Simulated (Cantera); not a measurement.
An adiabatic, constant-volume homogeneous reactor starts with 4.45 % C2H4, 19.4 % O2, 72.5 % N2, 3.65 % H2O, at 1125 K and 25.7 atm.

Model: GRI-Mech 3.0 (53 species, 325 reactions), integrated in Cantera. GRI-Mech 3.0 was tuned for natural gas; its chemistry of ethylene as a main component is partial and can be far from experiment. The pressure lies above the range GRI-Mech 3.0 was tuned for (to about 10 atm).

One state of this run: T (K) = 2810; P (bar) = 65.4; x C2H4 = <1e-12; x O2 = 0.0519; x H2O = 0.118; x H2O2 = 2.78e-6; x C2H6 = <1e-12. x: mole fraction; the columns are a selection and need not sum to one.

Q: Which value of t (s) does it belong to?
A) 4.00e-6
B) 1.80e-5
C) 8.08e-5
D) 0.667

A: D, 0.667
